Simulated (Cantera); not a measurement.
A closed system holds: 1 mol Si, 0.015 mol H2O, 1000 mol N2, 0.012 mol O2, held at 1950 K and 100 Torr.

These are equilibrium values from Cantera (NASA tables, ideal gas, pure condensed phases), not measurements of a reactor. Candidate condensed phases: H2O, Si, SiO2, Si2N2O, Si3N4; 35 gas species. The tables' values for SiN are old estimates; treat these amounts as uncertain. Rates play no part.

Base state: N2 1.000, Si 0.000131, SiO 3.90e-5, Si2N 1.42e-5, SiN 1.41e-5 (mole fractions); condensed: Si3N4(s).

What changes in the equilibrium state with this change: pressure from 100 Torr to 0.0735 Torr?


```csv
species,before,after
N2,1.000,0.999
Si,0.000131,0.000957
SiO,3.90e-5,3.90e-5
H,9.92e-6,2.98e-5
Si2N,1.42e-5,1.51e-8
SiN,1.41e-5,2.79e-6
"Si3N4(s), mol",0.262,0
```
